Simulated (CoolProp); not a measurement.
A single-stage vapour-compression cycle with the fluid: evaporating at 195.15 K (dew point), condensing at 259.15 K (bubble point), superheat 2 K, subcooling 2 K, compressor efficiency 0.65, no pressure losses. The same conditions are run with several fluids, on thermodynamics alone (safety and materials aside).

Values from CoolProp's reference Helmholtz-energy equation of state of each fluid (R22: Kamei 1995; ethylene: Smukala 2000; R143a: Lemmon and Jacobsen 2000; propylene: Lemmon 2013; fluoroethane (R161): Wu 2012; CH3F (R41): Lemmon 2006).

| fluid | cooling COP | pressure ratio | discharge temperature (K) | refrigerating effect (kJ/kg) | volumetric capacity (kJ/m³) |
|---|---|---|---|---|---|
| R22 | 1.53 | 25.7 | 392.4 | 189 | 120 |
| ethylene | 1.26 | 7.92 | 356.2 | 268 | 1850 |
| R143a | 1.51 | 21.7 | 330.2 | 166 | 155 |
| propylene | 1.55 | 18.9 | 351.3 | 336 | 173 |
| fluoroethane (R161) | 1.54 | 26.7 | 383.5 | 346 | 102 |
| CH3F (R41) | 1.42 | 13.2 | 420.6 | 354 | 792 |
